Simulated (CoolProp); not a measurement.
A simple Rankine cycle with R152A: condensing at 309.15 K, boiler at 2.14 MPa, turbine inlet 351 K, turbine efficiency 0.75, pump efficiency 0.7, no recuperator. Each further row changes one setting.

Values from CoolProp's reference Helmholtz-energy equation of state, Outcalt 1996. It is a modified Benedict-Webb-Rubin equation, recast in Helmholtz form.

```
case                             thermal efficiency (%)  net work (kJ/kg)  heat in (kJ/kg)  turbine exit temperature (K)  volume ratio over the turbine
-------------------------------  ----------------------  ----------------  ---------------  ----------------------------  -----------------------------
as stated                                           7.1               [?]              281                         309.1                           2.77
turbine inlet 371 K                                 [?]               [?]              316                         329.7                           2.67
condensing temperature 301.15 K                     8.5              25.0              296                         301.2                            [?]
boiler pressure 1.5 MPa                             4.9               [?]              302                           [?]                           1.84
turbine efficiency 0.65                             6.1              17.1              281                         309.1                           2.80
```

Question: What belongs in the gaps?

Answer: 
- as stated, net work (kJ/kg): 20.0
- turbine inlet 371 K, thermal efficiency (%): 7.4
- turbine inlet 371 K, net work (kJ/kg): 23.4
- condensing temperature 301.15 K, volume ratio over the turbine: 3.47
- boiler pressure 1.5 MPa, net work (kJ/kg): 14.9
- boiler pressure 1.5 MPa, turbine exit temperature (K): 325.9

The expansion ends wet for: as stated; condensing temperature 301.15 K; turbine efficiency 0.65.
